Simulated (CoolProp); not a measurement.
R22 along the isobar 13.7 bar: Z from the reference equation and from simpler models built on Tc = 96.1 °C, pc = 49.90 bar, ω = 0.221; each cubic takes its own stable root.

Values from CoolProp's reference Helmholtz-energy equation of state, Kamei 1995.

```tsv
T (°C)	phase	reference
45.45	gas	0.8157
63.55	gas	0.8540
81.75	gas	0.8816
99.85	gas	0.9022
117.95	gas	0.9182
136.15	gas	0.9311
154.25	gas	0.9414
172.45	gas	0.9500
190.55	gas	0.9572
208.75	gas	0.9632
226.85	gas	0.9683
```

### Question
How far does each simpler model (Pitzer virial, Redlich-Kwong, Soave-Redlich-Kwong) lie from the reference over these 11 states: mean and median of the absolute difference, and the worst?

### Answer
- Pitzer virial: mean 0.7 %, median 0.2 %, worst +3.4 % at 45.45 °C and 13.7 bar
- Redlich-Kwong: mean 0.7 %, median 0.6 %, worst +2.7 % at 45.45 °C and 13.7 bar
- Soave-Redlich-Kwong: mean 0.3 %, median 0.1 %, worst +1.5 % at 45.45 °C and 13.7 bar
